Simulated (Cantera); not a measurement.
A closed system holds: 1 mol BaF2, 0.35 mol H2, equilibrated at 352 °C and 0.100 bar.

Equilibrium computed with Cantera from the NASA thermochemical tables; the gas is ideal and each condensed phase is pure. Candidate condensed phases: Ba, BaF2; 14 gas species. Equilibrium is a limit: real reactors are often held back by kinetics, nucleation or transport.

Problem. What is the equilibrium state?

Solution. 
- x(H2): 1.00
- n(BaF2(s)): 1.00 mol
- gas amount: 0.3500 mol
- log10 activity of Ba(s) (absent): -1.60
